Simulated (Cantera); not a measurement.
Gas mixture: 24.3 % N2, 75.7 % O2, at 0.987 atm, frozen composition.

Cantera's kinetic-theory transport with the Lennard-Jones parameters of GRI-Mech 3.0, ideal gas; thermal conductivity in the mixture-averaged form.

D: mixture-averaged diffusion coefficient of that species in the mixture.

```
T (K)  ρ (kg/m³)  cp (J/kg/K)  μ (µPa s)  λ (mW/m/K)     Pr  D (cm²/s) OH  D (cm²/s) NH3  D (cm²/s) N2
-----  ---------  -----------  ---------  ----------  -----  ------------  -------------  ------------
400        0.933        964.4       24.8        33.6  0.713           ___          0.390         0.350
600        0.622         1018       33.0        47.4  0.708           ___          0.821         0.700
800        0.467         1069       40.0        60.4  0.709           ___           1.37          1.14
1000       0.373         1108       46.4        72.4  0.710           ___           2.01          1.65
1200       0.311         1134       52.2        83.6  0.708           ___           2.75          2.24
1400       0.267         1155       57.7        94.3  0.707           ___           3.58          2.89
1600       0.233         1174       62.9         104  0.707           ___           4.48          3.61
1800       0.207         1190       67.9         114  0.707           ___           5.46          4.38
2000       0.187         1204       72.7         124  0.707           ___           6.52          5.22
```

Q: Fill in the missing entries.

A: 
- 400, D (cm²/s) OH: 0.537
- 600, D (cm²/s) OH: 1.07
- 800, D (cm²/s) OH: 1.74
- 1000, D (cm²/s) OH: 2.52
- 1200, D (cm²/s) OH: 3.41
- 1400, D (cm²/s) OH: 4.41
- 1600, D (cm²/s) OH: 5.50
- 1800, D (cm²/s) OH: 6.68
- 2000, D (cm²/s) OH: 7.96
